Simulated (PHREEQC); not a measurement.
Dissolve 0.072 mol/kgw NaOH and 0.0002 mol/kgw H4SiO4 at 55 °C. It is in equilibrium with CO2 at log p = 0 (atm). Otherwise closed; pH follows from the charge balance.

Equilibrium calculation in PHREEQC: ion-association model, phreeqc.dat.

Q: The ionic strength comes out as 0.0704 mol/kgw. What activity coefficients do CO3-2, NaCO3-, HCO3-, Na+ get?

A: CO3-2 0.41, NaCO3- 0.79, HCO3- 0.80, Na+ 0.79.

Precipitation was switched off in this run. Away from 25 °C the constants follow the database's enthalpies or fits; those with neither stay at their 25 °C values.
